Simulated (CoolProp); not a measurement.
Values from CoolProp's reference Helmholtz-energy equation of state, Lemmon 2006. It is a short technical equation, of lower accuracy than the large ones.

For isopentane, give the phase and the density (kg/m³), cp (kJ/(kg K)), viscosity (µPa s), Prandtl number at 438.4 K and 40.2 bar.


- 438.4 K and 40.2 bar: liquid; density 433, cp 3.36, viscosity 59.6, Prandtl number 3.13

Viscosity comes from a separate model (Chung 1988), a generic estimate that can be far off for the liquid and wasn't checked against measurements. Thermal conductivity comes from a separate model (Vassiliou 2015).
